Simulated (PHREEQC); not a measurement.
**Metal-bearing waste water: speciation**

Dissolve 0.091 mol/kgw FeSO4, 1.8 mol/kgw HCl and 0.26 mol/kgw NaCl at 20 °C. Closed to the air; pH follows from the charge balance.

Equilibrium calculation in PHREEQC: ion-association model, phreeqc.dat.

Precipitation was switched off in this run.

### Question
Predict the pH.

### Answer
pH -0.10.

### Question
In which forms is Fe present?

### Answer
Fe+2 70 %, FeCl+ 18 %, FeHSO4+ 11 %, FeSO4 0.8 % of the Fe.

The ionic strength is past about 0.7 mol/kgw, beyond the range of this activity model, so the values are rough.
